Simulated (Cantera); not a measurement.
A Cantera script and its output.

```python
import numpy as np
import cantera as ct

gas = ct.Solution("gri30.yaml")
gas.TPX = 573, 100000, {'CH4': 1, 'O2': 2.27, 'N2': 8.55}
flame = ct.FreeFlame(gas, width=0.04)
flame.set_refine_criteria(ratio=3, slope=0.08, curve=0.16)
flame.transport_model = "mixture-averaged"
flame.solve(loglevel=0, auto=True)
z, T = flame.grid, flame.T
thick = (T[-1] - T[0]) / np.gradient(T, z).max()
show = ['CH4', 'O2', 'CH3', 'NO', 'CO2', 'H2O']
print(f"laminar burning velocity  {flame.velocity[0] * 100:.3f} cm/s")
print(f"burnt temperature         {T[-1]:.1f} K")
print(f"thermal thickness         {thick * 1e3:.4f} mm")
print(f"grid points               {len(z)}")
z0 = z[flame.heat_release_rate.argmax()]
print(f"{'z/mm':>9s}{'T/K':>9s}{'u/(m/s)':>9s}" + "".join(f"{s:>11s}" for s in show))
rows = []
for k in (-3, -2, -1.5, -1, -0.5, -0.25, 0, 0.25, 0.5, 1, 2, 4, 8):
    zz = z0 + k * thick
    rows.append([k * thick, np.interp(zz, z, T), np.interp(zz, z, flame.velocity),
                 *(np.interp(zz, z, flame.X[gas.species_index(s)]) for s in show)])
    print(f"{rows[-1][0] * 1e3:9.3f}{rows[-1][1]:9.1f}{rows[-1][2]:9.3f}" + "".join(f"{x:11.3e}" for x in rows[-1][3:]))
```

Result:

```
laminar burning velocity  109.718 cm/s
burnt temperature         2276.6 K
thermal thickness         0.3543 mm
grid points               145
     z/mm      T/K  u/(m/s)        CH4         O2        CH3         NO        CO2        H2O
   -1.063    573.1    1.098  8.453e-02  1.919e-01  2.372e-08  1.534e-10  1.556e-07  3.384e-05
   -0.709    574.6    1.102  8.430e-02  1.916e-01  2.466e-07  1.822e-09  2.528e-06  3.054e-04
   -0.531    580.8    1.116  8.371e-02  1.909e-01  1.238e-06  1.023e-08  1.849e-05  1.324e-03
   -0.354    626.7    1.210  8.043e-02  1.873e-01  1.071e-05  9.191e-08  2.230e-04  7.630e-03
   -0.177    962.5    1.881  5.902e-02  1.597e-01  3.218e-04  1.163e-06  3.619e-03  4.523e-02
   -0.089   1349.4    2.661  3.295e-02  1.219e-01  1.641e-03  2.967e-06  1.059e-02  8.559e-02
    0.000   1720.7    3.416  7.977e-03  7.681e-02  1.683e-03  6.280e-06  2.294e-02  1.254e-01
    0.089   1873.0    3.717  5.996e-04  5.071e-02  1.958e-04  1.043e-05  3.680e-02  1.426e-01
    0.177   1919.8    3.796  2.378e-05  4.166e-02  8.429e-06  1.340e-05  4.734e-02  1.459e-01
    0.354   1976.4    3.885  7.099e-08  3.645e-02  2.831e-08  1.732e-05  5.790e-02  1.467e-01
    0.709   2049.1    4.007  1.178e-12  3.314e-02  5.735e-13  2.364e-05  6.442e-02  1.496e-01
    1.417   2127.4    4.140  2.523e-17  3.043e-02  1.671e-16  3.477e-05  6.849e-02  1.545e-01
    2.834   2198.3    4.258  7.073e-18  2.787e-02  4.083e-17  5.431e-05  7.274e-02  1.591e-01
```

Computed with Cantera and GRI-Mech 3.0 (53 species, 325 reactions). Burning velocities carry a grid error of a few per cent, more on coarse grids.
